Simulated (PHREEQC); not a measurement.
A solution holds 0.0016 mol NiCl2, 3.3e-05 mol NaCl and 0.045 mol FeSO4 per kg of water, at 25 °C. Closed to the air; pH follows from the charge balance.

Model: ion-association model, wateq4f.dat, run in PHREEQC.

```csv
quantity,before,after
pH,5.88,7.17
ionic strength (mol/kgw),0.112,0.112
SO4-2 (mol/kgw),0.0267,0.0267
Na+ (mol/kgw),3.15e-5,6.30e-5
HSO4- (mol/kgw),1.58e-6,8.24e-8
NaSO4- (mol/kgw),1.50e-6,3.01e-6
SI of Halite (NaCl),-8.81,-8.52
SI of Mirabilite (Na2SO4:10H2O),-10.13,-9.53
```

Question: Which change was made?
(A) FeSO4 replaced by Al2(SO4)3 at the same molality
(B) NiCl2 left out
(C) NiCl2 from 0.0016 to 0.00016 mol/kgw
(D) NaCl replaced by Na2B4O7 at the same molality
(E) NiCl2 from 0.0016 to 0.0008 mol/kgw

Answer: D, NaCl replaced by Na2B4O7 at the same molality

This is a speciation only: nothing precipitates in the calculation. Some of these states are supersaturated (in Ni(OH)2, for instance).
